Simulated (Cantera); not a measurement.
An isothermal, constant-pressure homogeneous reactor starts with 87.7 % NH3, 12.3 % H2, at 1875 K and 315 Torr.

Computed with Cantera and the gas-phase N/H chemistry of the illustrative SiF4/NH3 mechanism in the Surface Chemkin manual (1991). Walls and surfaces, which speed up NH3 decomposition in real reactors, are not modelled.

One state of this run: x NH3 = 2.53e-5; x H2 = 0.766; x NH = 3.95e-9; x N2H4 = <1e-12; x N = 7.30e-10. x: mole fraction; the columns are a selection and need not sum to one.

Question: Which value of t (s) does it belong to?
A. 4.00e-6
B. 0.00147
C. 200
D. 0.0757

Answer: C, 200
